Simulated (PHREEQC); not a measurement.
Make-up at 20 °C: 43 mmol/kgw H2S, 0.086 mmol/kgw NaHCO3 and 0.071 mmol/kgw FeCl2. Closed to the air; pH follows from the charge balance.

Model: ion-association model, wateq4f.dat, run in PHREEQC.

Precipitation was switched off in this run.

Task: What pH does the model give?

Result: pH 4.13.

Task: In which forms is Fe present?

Result: Fe(HS)2 72 %, Fe+2 27 % of the Fe.

The polysulfide entries of wateq4f.dat were taken out for this run.
